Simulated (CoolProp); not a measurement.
Vapour-liquid equilibrium of ethanol (1) + benzene (2) at 162.05 °C; x and y are mole fractions of (1).

Values from CoolProp's multi-fluid Helmholtz-energy mixture model, Schroeder 2014 and Thol 2012; pair parameters Bell 2016.

```json
[
 {"x": "0.05", "bubble pressure (kPa)": "881.3", "y at the bubble point": "0.177", "dew pressure at overall composition x (kPa)": "774.9", "liquid density (mol/L)": "9.214"},
 {"x": "0.2", "bubble pressure (kPa)": "1146", "y at the bubble point": "0.415", "dew pressure at overall composition x (kPa)": "903.0", "liquid density (mol/L)": "9.514"},
 {"x": "0.35", "bubble pressure (kPa)": "1271", "y at the bubble point": "0.519", "dew pressure at overall composition x (kPa)": "1066", "liquid density (mol/L)": "9.926"},
 {"x": "0.5", "bubble pressure (kPa)": "1337", "y at the bubble point": "0.594", "dew pressure at overall composition x (kPa)": "1250", "liquid density (mol/L)": "10.48"},
 {"x": "0.65", "bubble pressure (kPa)": "1371", "y at the bubble point": "0.676", "dew pressure at overall composition x (kPa)": "1364", "liquid density (mol/L)": "11.21"},
 {"x": "0.8", "bubble pressure (kPa)": "1373", "y at the bubble point": "0.787", "dew pressure at overall composition x (kPa)": "1371", "liquid density (mol/L)": "12.14"},
 {"x": "0.95", "bubble pressure (kPa)": "1338", "y at the bubble point": "0.940", "dew pressure at overall composition x (kPa)": "1335", "liquid density (mol/L)": "13.26"}
]
```

y crosses x between x = 0.65 and 0.8: the model has an azeotrope there.

Pair parameters are fitted to limited data, so mixtures are less certain than the pure fluids.
